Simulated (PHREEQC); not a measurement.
Model water analysis in mg/L, 20 °C, pH 8.03, pe 2.9: Na 61.4; K 1.78; Ca 16.3; Mg 1.73; Cl 9.18; S(6) as SO4 5.86; Alkalinity as HCO3 125; Sr 0.937.

Valence states are taken as typed.

Computed with PHREEQC (ion-association model, phreeqc.dat).

No solid was allowed to form.

Q: Order these S species by the share of S that they hold, largest first: NaSO4-, CaSO4, SrSO4, SO4-2, MgSO4.

A: SO4-2 (94 %), CaSO4 (3.8 %), NaSO4- (0.95 %), MgSO4 (0.81 %), SrSO4 (0.11 %)

The pH is 8.03 and the ionic strength 0.00358 mol/kgw.
